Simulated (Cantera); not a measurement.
An adiabatic, constant-volume homogeneous reactor starts with CH4 : C2H6 : C3H8 : O2 : N2 = 1 : 0.05 : 1.2 : 10.6 : 105 (molar parts), equivalence ratio 0.77, at 1500 K and 0.420 bar. Integrator tolerance rtol = 1e-08.

Detailed kinetics in Cantera: GRI-Mech 3.0 (53 species, 325 reactions). GRI-Mech 3.0 was tuned for natural gas; its chemistry of propane as a main component is partial and can be far from experiment.

**Question.** What does this change do: initial temperature 1500 to 1673 K?

**Answer.** 
| quantity | before | after |
|---|---|---|
| time of steepest temperature rise | 0.244 ms | 76.5 µs |
| temperature at 1.00 s | 2351 K | 2453 K |
| equilibrium temperature | 2351 K | 2453 K |
| x(CH4) at 1.00 s | <1e-12 (gas-phase equilibrium <1e-12) | <1e-12 (gas-phase equilibrium <1e-12) |
| x(C2H6) at 1.00 s | <1e-12 (gas-phase equilibrium <1e-12) | <1e-12 (gas-phase equilibrium <1e-12) |
| x(C3H8) at 1.00 s | <1e-12 (gas-phase equilibrium <1e-12) | <1e-12 (gas-phase equilibrium <1e-12) |
| x(HCO) at 1.00 s | 3.30e-10 (gas-phase equilibrium 3.30e-10) | 9.41e-10 (gas-phase equilibrium 9.41e-10) |
| x(H2O2) at 1.00 s | 3.10e-8 (gas-phase equilibrium 3.10e-8) | 3.70e-8 (gas-phase equilibrium 3.70e-8) |
| x(CO2) at 1.00 s | 0.0344 (gas-phase equilibrium 0.0344) | 0.0311 (gas-phase equilibrium 0.0311) |

**Question.** What does this change do: pressure from 0.420 bar to 3.40 bar?

**Answer.** 
| quantity | before | after |
|---|---|---|
| time of steepest temperature rise | 0.244 ms | 70.8 µs |
| temperature at 1.00 s | 2351 K | 2394 K |
| equilibrium temperature | 2351 K | 2394 K |
| x(CH4) at 1.00 s | <1e-12 (gas-phase equilibrium <1e-12) | <1e-12 (gas-phase equilibrium <1e-12) |
| x(C2H6) at 1.00 s | <1e-12 (gas-phase equilibrium <1e-12) | <1e-12 (gas-phase equilibrium <1e-12) |
| x(C3H8) at 1.00 s | <1e-12 (gas-phase equilibrium <1e-12) | <1e-12 (gas-phase equilibrium <1e-12) |
| x(HCO) at 1.00 s | 3.30e-10 (gas-phase equilibrium 3.30e-10) | 3.70e-10 (gas-phase equilibrium 3.70e-10) |
| x(H2O2) at 1.00 s | 3.10e-8 (gas-phase equilibrium 3.10e-8) | 9.83e-8 (gas-phase equilibrium 9.83e-8) |
| x(CO2) at 1.00 s | 0.0344 (gas-phase equilibrium 0.0344) | 0.0369 (gas-phase equilibrium 0.0369) |
